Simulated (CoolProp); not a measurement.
Properties of dimethyl carbonate along the isobar 4.39 MPa.

Computed with CoolProp (reference Helmholtz-energy equation of state, Zhou 2011).

```json
[
 {"T (°C)": "102.45", "phase": "liquid", "Joule-Thomson coefficient (K/MPa)": "-0.2357", "expansivity (1/kK)": "1.467"},
 {"T (°C)": "122.55", "phase": "liquid", "Joule-Thomson coefficient (K/MPa)": "-0.1995", "expansivity (1/kK)": "1.571"},
 {"T (°C)": "142.65", "phase": "liquid", "Joule-Thomson coefficient (K/MPa)": "-0.1551", "expansivity (1/kK)": "1.701"},
 {"T (°C)": "162.75", "phase": "liquid", "Joule-Thomson coefficient (K/MPa)": "-0.09881", "expansivity (1/kK)": "1.869"},
 {"T (°C)": "182.85", "phase": "liquid", "Joule-Thomson coefficient (K/MPa)": "-0.02372", "expansivity (1/kK)": "2.096"},
 {"T (°C)": "202.95", "phase": "liquid", "Joule-Thomson coefficient (K/MPa)": "0.08415", "expansivity (1/kK)": "2.428"},
 {"T (°C)": "223.05", "phase": "liquid", "Joule-Thomson coefficient (K/MPa)": "0.2565", "expansivity (1/kK)": "2.972"},
 {"T (°C)": "243.15", "phase": "liquid", "Joule-Thomson coefficient (K/MPa)": "0.5822", "expansivity (1/kK)": "4.057"},
 {"T (°C)": "263.25", "phase": "liquid", "Joule-Thomson coefficient (K/MPa)": "1.460", "expansivity (1/kK)": "7.442"},
 {"T (°C)": "283.35", "phase": "gas", "Joule-Thomson coefficient (K/MPa)": "15.54", "expansivity (1/kK)": "16.54"},
 {"T (°C)": "303.45", "phase": "gas", "Joule-Thomson coefficient (K/MPa)": "10.85", "expansivity (1/kK)": "7.663"}
]
```
